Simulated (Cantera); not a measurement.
Input (Python, Cantera):

```python
import numpy as np
import cantera as ct

gas = ct.Solution("gri30.yaml")
gas.TPX = 450, 500000, {'CH4': 1, 'C2H6': 0.2, 'O2': 1.93, 'N2': 7.25}
inlet = ct.Reservoir(gas, clone=True)
gas.equilibrate("HP")  # start burning
reactor = ct.IdealGasConstPressureReactor(gas, energy="on", clone=False)
exhaust = ct.Reservoir(gas, clone=True)
tau = [0.058, 0.023, 0.0088, 0.0034, 0.0013, 0.00052, 0.0002, 7.9e-05, 3.1e-05, 1.2e-05, 4.7e-06][0]
for a, b in ((inlet, reactor), (reactor, exhaust)):
    ct.MassFlowController(a, b, mdot=lambda t: reactor.mass / tau)
net = ct.ReactorNet([reactor])
show = ['CH4', 'C2H6', 'O2', 'HCN', 'OH', 'CH2O']

rows = []
print(f"{'tau/s':>10s}{'T/K':>9s}" + "".join(f"{s:>11s}" for s in show))
for tau in [0.058, 0.023, 0.0088, 0.0034, 0.0013, 0.00052, 0.0002, 7.9e-05, 3.1e-05, 1.2e-05, 4.7e-06]:
    net.initial_time = 0.0
    net.advance(30 * tau)
    before = gas.X
    net.advance(40 * tau)
    drift = np.max(np.abs(gas.X - before) / (gas.X + 1e-9))
    rows.append([gas.T, *gas[show].X, drift])
    print(f"{tau:10.3e}{gas.T:9.1f}" + "".join(f"{x:11.3e}" for x in gas[show].X))
```

It prints:

```
     tau/s      T/K        CH4       C2H6         O2        HCN         OH       CH2O
 5.800e-02   2102.2  3.136e-04  1.814e-07  8.297e-05  1.756e-05  1.570e-04  1.966e-06
 2.300e-02   2102.4  6.203e-04  5.099e-07  1.939e-04  3.879e-05  1.709e-04  4.338e-06
 8.800e-03   2101.8  1.114e-03  1.480e-06  4.554e-04  6.904e-05  1.949e-04  9.310e-06
 3.400e-03   2098.2  1.737e-03  4.054e-06  1.015e-03  9.505e-05  2.337e-04  1.863e-05
 1.300e-03   2087.0  2.461e-03  1.077e-05  2.186e-03  1.055e-04  2.909e-04  3.580e-05
 5.200e-04   2061.9  3.370e-03  2.798e-05  4.513e-03  9.270e-05  3.542e-04  6.588e-05
 2.000e-04   1991.9  5.544e-03  9.954e-05  1.103e-02  4.513e-05  3.655e-04  1.384e-04
 7.900e-05    450.0  9.634e-02  1.927e-02  1.859e-01  1.234e-19  1.506e-30  1.021e-17
 3.100e-05    450.0  9.634e-02  1.927e-02  1.859e-01  3.745e-23  9.266e-33  3.098e-21
 1.200e-05    450.0  9.634e-02  1.927e-02  1.859e-01  2.365e-24  3.527e-33  1.957e-22
 4.700e-06    450.0  9.634e-02  1.927e-02  1.859e-01  1.494e-25  1.375e-33  1.236e-23
```

Cantera simulation using GRI-Mech 3.0 (53 species, 325 reactions); the numbers are that mechanism's predictions, not measurements.
